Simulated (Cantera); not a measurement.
# Al(CH3)3 + NH3 + N2 (aluminium nitride and oxide growth)

Input: 1 mol Al(CH3)3, 79 mol NH3, 140 mol N2, at 0.0870 bar.

Method: chemical equilibrium by Gibbs-energy minimisation in Cantera with the NASA 1993 tables (ideal gas, pure condensed phases). Candidate condensed phases: Al, AlN, C, C6H6, C7H8, C8H18; 97 gas species. The feed counts by its element totals alone. Rates play no part.

From 650 K to 750 K the condensed part is AlN(s). From 850 K to 1950 K the condensed part is AlN(s) + C(graphite).

```csv
T (K),x N2,x H2,x CH4,x HCN,x H,n AlN(s),n C(graphite)
650,0.599,0.391,0.0100,1.26e-11,<1e-12,1.00,0
750,0.599,0.391,0.0100,2.80e-9,<1e-12,1.00,0
850,0.598,0.394,0.00840,1.48e-7,4.36e-11,1.00,0.485
950,0.594,0.403,0.00237,1.09e-6,1.20e-9,1.00,2.28
1050,0.593,0.406,0.000821,5.46e-6,1.75e-8,1.00,2.75
1150,0.593,0.407,0.000337,2.05e-5,1.61e-7,1.00,2.89
1250,0.593,0.407,0.000158,6.23e-5,1.05e-6,1.00,2.93
1350,0.593,0.407,8.31e-5,0.000160,5.16e-6,1.00,2.93
1450,0.593,0.407,4.76e-5,0.000360,2.05e-5,1.00,2.87
1550,0.592,0.407,2.93e-5,0.000730,6.81e-5,1.000,2.76
1650,0.592,0.406,1.91e-5,0.00136,0.000196,1.000,2.56
1750,0.591,0.406,1.31e-5,0.00234,0.000502,0.998,2.24
1850,0.590,0.404,9.31e-6,0.00380,0.00116,0.984,1.74
1950,0.589,0.402,6.84e-6,0.00586,0.00246,0.874,0.999
```
x: gas mole fraction; n: condensed amount in mol.
